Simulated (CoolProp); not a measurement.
Properties of 1,2-dichloroethane along the isotherm 185.55 °C (Tc = 288.4 °C, pc = 5.226 MPa, ω = 0.269).

Values from CoolProp's reference Helmholtz-energy equation of state, Thol 2015.

```tsv
p (MPa)	phase	density (kg/m³)	speed of sound (m/s)	Joule-Thomson coefficient (K/MPa)	expansivity (1/kK)	fugacity coefficient
6.53	liquid	990.2	638.9	-0.05021	___	0.1703
13.1	liquid	1012	701.9	-0.1311	1.755	0.1007
19.6	liquid	___	754.6	___	1.579	0.07936
26.1	liquid	___	800.9	-0.2248	1.450	0.07011
32.7	liquid	1059	843.2	-0.2557	___	0.06585
39.2	liquid	___	881.1	-0.2799	1.265	0.06435
45.7	liquid	1083	916.2	-0.2997	1.197	0.06456
52.3	liquid	___	___	-0.3164	1.138	0.06602
```

### Question
What belongs in the gaps?

### Answer

- 6.53, expansivity (1/kK): 2.017
- 19.6, density (kg/m³): 1030
- 19.6, Joule-Thomson coefficient (K/MPa): -0.1851
- 26.1, density (kg/m³): 1045
- 32.7, expansivity (1/kK): 1.347
- 39.2, density (kg/m³): 1072
- 52.3, density (kg/m³): 1093
- 52.3, speed of sound (m/s): 949.5
